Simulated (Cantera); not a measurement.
Charge: 1 mol CH2F2, 1.1 mol F2, at 133 Pa.

Equilibrium computed with Cantera from the NASA thermochemical tables; the gas is ideal and each condensed phase is pure. Candidate condensed phases: C, C6H6, C7H8, C8H18; 95 gas species. Gases not in the tables: C2F6 and larger saturated fluorocarbons. Rates play no part.

### Question
At 1850 K, list the 6 most abundant gas species with their mole fractions, and the condensed phases.

### Answer
HF 0.757, CF4 0.184, CF2 0.0341, F 0.0226, CF3 0.00143, CF 4.70e-5. Condensed: C(graphite).
